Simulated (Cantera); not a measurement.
A perfectly stirred reactor is fed with 4.49 % H2, 95.5 % O2, at 0.00140 bar; it is held at 1375 K, and followed from long to short residence time.

Model: the H2/O2 subset of GRI-Mech 3.0, which has no nitrogen chemistry, integrated in Cantera. Radical loss at walls, strong at low pressure, is not modelled. The temperature is held fixed by assumption; the heat of reaction is taken as removed at once.

Predict: x(H2) at τ = 5.30 s; x(O2) at τ = 5.30 s; x(OH) at τ = 5.30 s; x(HO2) at τ = 5.30 s; x(O) at τ = 5.30 s; x(H2) at τ = 59.0 ms; x(O2) at τ = 59.0 ms; x(OH) at τ = 59.0 ms; x(HO2) at τ = 59.0 ms; x(O) at τ = 59.0 ms.


```
Quantity                  Value
---------------------  --------
x(H2) at τ = 5.30 s    0.000475
x(O2) at τ = 5.30 s       0.930
x(OH) at τ = 5.30 s     0.00416
x(HO2) at τ = 5.30 s    1.70e-7
x(O) at τ = 5.30 s       0.0212
x(H2) at τ = 59.0 ms    0.00188
x(O2) at τ = 59.0 ms      0.918
x(OH) at τ = 59.0 ms    0.00578
x(HO2) at τ = 59.0 ms   2.07e-7
x(O) at τ = 59.0 ms      0.0315
```
